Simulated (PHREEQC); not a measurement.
Solution (25 °C): 0.0315 mol/kgw Rb2SO4 and 3.2e-05 mol/kgw MnCl2. Closed to the air; pH follows from the charge balance.

The numbers come from PHREEQC with the ion-association model, wateq4f.dat.

- pH: 7.15
- ionic strength: 0.0945 mol/kgw

```tsv
species	molality	activity	log γ
Rb+	0.0630	0.0494	-0.105
SO4-2	0.0315	0.0120	-0.421
Cl-	6.40e-5	4.92e-5	-0.114
Mn+2	1.73e-5	7.05e-6	-0.391
MnSO4	1.47e-5	1.50e-5	0.009
OH-	1.86e-7	1.43e-7	-0.116
HSO4-	1.05e-7	8.15e-8	-0.108
H+	8.48e-8	7.02e-8	-0.082
MnOH+	3.28e-9	2.58e-9	-0.104
```

Precipitation was switched off in this run.
